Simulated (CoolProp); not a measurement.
Model: reference Helmholtz-energy equation of state, Lemmon 2013, in CoolProp.

For propylene, give the phase and the cv (kJ/(kg K)), speed of sound (m/s), Joule-Thomson coefficient (K/MPa), viscosity (µPa s) at 122.35 °C and 36 kPa; 122.35 °C and 73.9 kPa; 122.35 °C and 312 kPa.


- 122.35 °C and 36 kPa: gas; cv 1.70, speed of sound 295, Joule-Thomson coefficient 7.62, viscosity 11.3
- 122.35 °C and 73.9 kPa: gas; cv 1.70, speed of sound 294, Joule-Thomson coefficient 7.64, viscosity 11.3
- 122.35 °C and 312 kPa: gas; cv 1.70, speed of sound 291, Joule-Thomson coefficient 7.74, viscosity 11.4

Viscosity comes from a separate model (Huber 2003), an estimate that may be off by 10 % or more.
